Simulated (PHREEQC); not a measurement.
Model water analysis in mg/L, 25 °C, pH 6.59, pe 11.7:

```tsv
constituent	mg/L
Na	28.4
K	63.8
Ca	95.6
Mg	11
Cl	87
S(6) as SO4	169
Alkalinity as HCO3	139
Sr	1.54
```

Valence states are taken as typed.

Equilibrium calculation in PHREEQC: ion-association model, phreeqc.dat.

This is a speciation only: nothing precipitates in the calculation.

Question: Order these Ca species by the share of Ca that they hold, largest first: CaHCO3+, CaSO4, Ca+2.

Answer: Ca+2 (89 %), CaSO4 (9.7 %), CaHCO3+ (1.6 %)

Question: Order these Mg species by the share of Mg that they hold, largest first: MgHCO3+, Mg+2, MgSO4.

Answer: Mg+2 (86 %), MgSO4 (12 %), MgHCO3+ (1.5 %)

The pH is 6.59 and the ionic strength 0.0118 mol/kgw. Species that the database lacks are ignored.
